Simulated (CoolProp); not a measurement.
Values from CoolProp's reference Helmholtz-energy equation of state, Lemmon 2006. It is a short technical equation, of lower accuracy than the large ones.

Question: For C3F8 (R218), give the phase and the cv (kJ/(kg K)) at 349 K and 24.5 kPa; 349 K and 59.5 kPa.

Answer: 
- 349 K and 24.5 kPa: gas; cv 0.819
- 349 K and 59.5 kPa: gas; cv 0.819
